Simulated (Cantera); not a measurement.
An adiabatic, constant-volume homogeneous reactor starts with C3H8 : O2 : N2 = 1 : 2.17 : 8.17 (molar parts), equivalence ratio 2.3, at 1673 K and 0.240 bar. Integrator tolerance rtol = 1e-08.

Detailed kinetics in Cantera: GRI-Mech 3.0 (53 species, 325 reactions). GRI-Mech 3.0 was tuned for natural gas; its chemistry of propane as a main component is partial and can be far from experiment.

```csv
quantity,before,after
time of steepest temperature rise,78.3 µs,24.4 µs
temperature at 0.300 s,2729 K,2825 K
equilibrium temperature,2729 K,2825 K
x(C3H8) at 0.300 s,<1e-12 (gas-phase equilibrium <1e-12),<1e-12 (gas-phase equilibrium <1e-12)
x(O2) at 0.300 s,8.87e-5 (gas-phase equilibrium 8.87e-5),4.43e-5 (gas-phase equilibrium 4.43e-5)
x(CO2) at 0.300 s,0.0112 (gas-phase equilibrium 0.0112),0.0109 (gas-phase equilibrium 0.0109)
x(H) at 0.300 s,0.0357 (gas-phase equilibrium 0.0357),0.0248 (gas-phase equilibrium 0.0248)
x(CH4) at 0.300 s,4.94e-12 (gas-phase equilibrium 5.44e-12),7.11e-11 (gas-phase equilibrium 7.85e-11)
x(C2H2) at 0.300 s,<1e-12 (gas-phase equilibrium <1e-12),<1e-12 (gas-phase equilibrium <1e-12)
x(OH) at 0.300 s,0.00391 (gas-phase equilibrium 0.00391),0.00297 (gas-phase equilibrium 0.00297)
```

Q: Which change was made?
A) initial temperature 1673 to 1225 K
B) initial temperature 1673 to 1223 K
C) pressure from 0.240 bar to 1.00 bar
D) pressure from 0.240 bar to 4.50 bar

A: C, pressure from 0.240 bar to 1.00 bar
